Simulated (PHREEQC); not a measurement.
A solution holds 80 mmol/kgw (CH3)4NCl, at 49 °C. It is in equilibrium with CO2 at log p = -3.4 (atm). Otherwise closed; pH follows from the charge balance.

The numbers come from PHREEQC with the ion-association model, phreeqc.dat.

Each row changes one thing in this solution. Precipitation was switched off in this run.

```csv
case,pH,CO2 (mol/kgw),HCO3- (mol/kgw)
as made,5.68,7.75e-6,2.47e-6
(CH3)4NCl from 0.08 to 0.12 mol/kgw,5.68,7.68e-6,2.54e-6
(CH3)4NCl from 0.08 to 0.4 mol/kgw,5.67,7.20e-6,2.73e-6
(CH3)4NCl from 0.08 to 0.072 mol/kgw,5.68,7.76e-6,2.45e-6
(CH3)4NCl replaced by AlCl3 at the same molality,3.00,7.07e-6,5.89e-9
diluted 2-fold with water,5.69,7.82e-6,2.37e-6
temperature from 49 to 90 °C,5.81,4.46e-6,1.57e-6
```

(CH3)4N+ isn't in the database: it is added as a free cation with an ion size of 4 Å. Away from 25 °C the constants follow the database's enthalpies or fits; those with neither stay at their 25 °C values.
